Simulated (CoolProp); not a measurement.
Saturation properties of ethanol.

Model: reference Helmholtz-energy equation of state, Schroeder 2014, in CoolProp.

| T (K) | p (bar) | liquid cp (kJ/(kg K)) | vapour Z | surface tension (mN/m) | liquid viscosity (µPa s) | vapour viscosity (µPa s) |
|---|---|---|---|---|---|---|
| 275.5 | 0.01887 | 2.272 | 0.9980 | 24.1 | 1730 | 8.07 |
| 280 | 0.02560 | 2.302 | 0.9975 | 23.6 | 1570 | 8.21 |
| 284.5 | 0.03435 | 2.333 | 0.9969 | 23.2 | 1420 | ? |
| 289 | 0.04562 | 2.365 | 0.9962 | ? | 1300 | 8.49 |
| 293.6 | 0.06036 | 2.400 | ? | 22.3 | 1180 | 8.63 |
| 298.1 | 0.07863 | 2.434 | 0.9944 | 21.9 | 1080 | 8.77 |
| 302.6 | 0.1015 | 2.470 | 0.9933 | 21.5 | 994 | 8.91 |
| 307.1 | 0.1299 | 2.507 | 0.9920 | 21.0 | 914 | 9.05 |
| 311.6 | 0.1650 | 2.546 | 0.9906 | 20.6 | 842 | 9.18 |
| 316.1 | 0.2078 | 2.585 | 0.9889 | 20.1 | 777 | 9.32 |
| 320.7 | 0.2612 | 2.626 | 0.9870 | 19.7 | 718 | 9.46 |
| 325.2 | 0.3242 | ? | 0.9849 | 19.3 | 665 | 9.60 |
| 329.7 | 0.3998 | 2.710 | 0.9826 | 18.8 | 618 | 9.73 |
| 334.2 | 0.4897 | 2.754 | 0.9801 | 18.4 | 574 | 9.87 |
| 338.7 | 0.5962 | 2.799 | 0.9772 | 17.9 | 535 | 10.0 |

Q: Fill in the missing entries.

A: 
- 284.5, vapour viscosity (µPa s): 8.35
- 289, surface tension (mN/m): 22.8
- 293.6, vapour Z: 0.9954
- 325.2, liquid cp (kJ/(kg K)): 2.668

It boils at 351.6 K under 1 atm.

Viscosity comes from a separate model (Kiselev 2005). Surface tension comes from a separate correlation (Mulero 2012).
